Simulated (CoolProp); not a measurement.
A single-stage vapour-compression cycle with R227EA: evaporating at 285.15 K (dew point), condensing at 339.15 K (bubble point), superheat 8 K, subcooling 0 K, compressor efficiency 0.65, no pressure losses. Each further row changes one setting.

Model: reference Helmholtz-energy equation of state, Lemmon 2016, in CoolProp.

```tsv
case	cooling COP	pressure ratio	discharge temperature (K)	refrigerating effect (kJ/kg)	volumetric capacity (kJ/m³)
as stated	(withheld)	4.53	343.2	58.5	1350
evaporating temperature 290.15 K	2.40	3.84	343.4	61.8	(withheld)
condensing temperature 334.15 K	2.44	4.02	338.7	65.2	1500
subcooling 5 K	(withheld)	4.53	343.2	65.3	1500
superheat 18 K	2.19	4.53	(withheld)	(withheld)	1470
compressor efficiency 0.55	1.72	4.53	347.9	58.5	1350
```

Question: Some entries are withheld; supply them.

Answer: 
- as stated, cooling COP: 2.03
- evaporating temperature 290.15 K, volumetric capacity (kJ/m³): 1670
- subcooling 5 K, cooling COP: 2.27
- superheat 18 K, discharge temperature (K): 352.6
- superheat 18 K, refrigerating effect (kJ/kg): 67.0
